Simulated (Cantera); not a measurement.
Input: 1 mol Fe2O3, 0.71 mol CH4, 0.37 mol H2, held at 910 Pa.

These are equilibrium values from Cantera (NASA tables, ideal gas, pure condensed phases), not measurements of a reactor. Candidate condensed phases: C, C6H6, C7H8, C8H18, Fe, Fe(CO)5, FeO, Fe(OH)2, Fe(OH)3, Fe2O3, Fe3O4, H2O; 114 gas species. Each liquid is taken as pure. Mutual solubility and eutectic melting of coexisting phases are not modelled. The tables' stoichiometric FeO is somewhat more stable than real wüstite, so its field is too wide. FeO: taken at fixed stoichiometry. The numbers say what is thermodynamically allowed, not how fast it happens.

Q: Which condensed phases are stable at each of these points (T (K)): 1700, 1750, 1800, 1850, 1900, 1950, 2000, 2050, 2100, 2150, 2200, 2250, 2300?

A: 
```json
[
 {"T (K)": "1700", "condensed phases": "Fe(δ) + FeO(l)", "Fe condensed (%)": "99.9"},
 {"T (K)": "1750", "condensed phases": "Fe(δ) + FeO(l)", "Fe condensed (%)": "99.8"},
 {"T (K)": "1800", "condensed phases": "Fe(δ) + FeO(l)", "Fe condensed (%)": "99.6"},
 {"T (K)": "1850", "condensed phases": "Fe(l) + FeO(l)", "Fe condensed (%)": "99.2"},
 {"T (K)": "1900", "condensed phases": "Fe(l) + FeO(l)", "Fe condensed (%)": "98.4"},
 {"T (K)": "1950", "condensed phases": "Fe(l) + FeO(l)", "Fe condensed (%)": "97.1"},
 {"T (K)": "2000", "condensed phases": "Fe(l) + FeO(l)", "Fe condensed (%)": "94.7"},
 {"T (K)": "2050", "condensed phases": "Fe(l) + FeO(l)", "Fe condensed (%)": "90.5"},
 {"T (K)": "2100", "condensed phases": "Fe(l) + FeO(l)", "Fe condensed (%)": "83.1"},
 {"T (K)": "2150", "condensed phases": "FeO(l)", "Fe condensed (%)": "77.0"},
 {"T (K)": "2200", "condensed phases": "FeO(l)", "Fe condensed (%)": "70.1"},
 {"T (K)": "2250", "condensed phases": "FeO(l)", "Fe condensed (%)": "62.2"},
 {"T (K)": "2300", "condensed phases": "FeO(l)", "Fe condensed (%)": "53.0"}
]
```

From 1700 K to 1800 K the condensed part is Fe(δ) + FeO(l). From 1850 K to 2100 K the condensed part is Fe(l) + FeO(l). From 2150 K to 2300 K the condensed part is FeO(l).
